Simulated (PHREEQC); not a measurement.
Consider water at 25 °C with 6.5 mmol/kgw Al2(SO4)3, 0.034 mmol/kgw NH3, 31 mmol/kgw NH4HCO3 and 13 mmol/kgw Fe2(SO4)3. Closed to the air; pH follows from the charge balance.

All values are PHREEQC results (ion-association model, wateq4f.dat), not measurements.

This is a speciation only: nothing precipitates in the calculation.

Problem. What pH, ionic strength does the model give?

Solution. pH 3.90; ionic strength 0.187 mol/kgw.

Problem. In which forms is Al present?

Solution. AlSO4+ 66 %, Al(SO4)2- 23 %, Al+3 10 % of the Al.

Saturation is exceeded, for instance for Fe(OH)3(a), Hematite (slow to form); the values hold only as long as no solid forms. Species that the database lacks are ignored. Carbamate, which ammonia and carbonate form, is missing from the database.
